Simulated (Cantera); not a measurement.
A freely propagating, adiabatic, planar premixed flame of 45.7 % H2, 11.4 % O2, 42.9 % N2, unburnt at 575 K and 1.10 bar; multicomponent+Soret transport, grid criteria slope 0.08 and curve 0.16, no radiation.

Model: the H2/O2 subset of GRI-Mech 3.0, which has no nitrogen chemistry, integrated in Cantera. Burning velocities carry a grid error of a few per cent, more on coarse grids.

Question: Predict: laminar burning velocity; thermal thickness; peak x(H); peak x(HO2); peak x(H2O2).

Answer: 
| Item | Result |
|---|---|
| laminar burning velocity | 796 cm/s |
| thermal thickness | 0.388 mm |
| peak x(H) | 0.0896 |
| peak x(HO2) | 0.000296 |
| peak x(H2O2) | 1.25e-5 |
